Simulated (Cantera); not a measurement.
**Ignition delay**

Mixture: CH4 : O2 : N2 = 1 : 1.82 : 6.84 (molar parts), equivalence ratio 1.1, at 6750 Torr, adiabatic and at constant volume. Ignition delay is the time to a rise of 400 K.

Cantera simulation using GRI-Mech 3.0 (53 species, 325 reactions); the numbers are that mechanism's predictions, not measurements.

| T0 (K) | delay (ms) |
|---|---|
| 1275 | 2.15 |
| 1375 | 0.704 |
| 1475 | 0.253 |
| 1575 | 0.0984 |
| 1675 | 0.0417 |
| 1775 | 0.0194 |
| 1875 | 0.00991 |
| 1975 | 0.00551 |
| 2075 | 0.00330 |

```json
{
 "apparent activation energy between 1875 and 2075 K": "180 kJ/mol"
}
```
